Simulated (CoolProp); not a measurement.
A simple Rankine cycle with water: condensing at 315.15 K, boiler at 16.7 MPa, turbine inlet 663.9 K, turbine efficiency 0.6, pump efficiency 0.6, no recuperator. Each further row changes one setting.

Model: reference Helmholtz-energy equation of state, Wagner 2002, in CoolProp.

```tsv
case	thermal efficiency (%)	net work (kJ/kg)	heat in (kJ/kg)	turbine exit temperature (K)	volume ratio over the turbine
as stated	23.5	630	2680	315.1	1180
turbine inlet 683.9 K	23.8	660	2770	315.1	1100
condensing temperature 307.15 K	24.1	655	2710	307.1	1770
boiler pressure 11.7 MPa	23.3	661	2830	315.1	755
turbine efficiency 0.5	19.4	520	2680	315.1	1240
```

The expansion ends wet for: as stated; turbine inlet 683.9 K; condensing temperature 307.15 K; boiler pressure 11.7 MPa; turbine efficiency 0.5.
